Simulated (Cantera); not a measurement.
A closed system holds: 1 mol Si, 2 mol H2O, 1.2 mol CO, held at 675 K and 48.0 mbar.

These are equilibrium values from Cantera (NASA tables, ideal gas, pure condensed phases), not measurements of a reactor. Kinetics and transport are ignored.

```
species              before  after
-------------------  ------  -----
H2                    0.421  0.678
CH4                   0.124  0.322
H2O                   0.308  <1e-9
CO2                   0.132  <1e-9
CO                   0.0150  <1e-9
C(graphite), mol      0.645  0.817
SiO2(α-quartz), mol    1.00  0.633
SiC(s), mol               0  0.367
```
Gas species are given as mole fractions.

**Question.** What was changed between the two runs?
(A) H2O from 2 to 0.066 mol
(B) pressure from 48.0 mbar to 4.30 mbar
(C) temperature from 675 K to 748.15 K
(D) temperature from 675 K to 1148.15 K

**Answer.** A, H2O from 2 to 0.066 mol
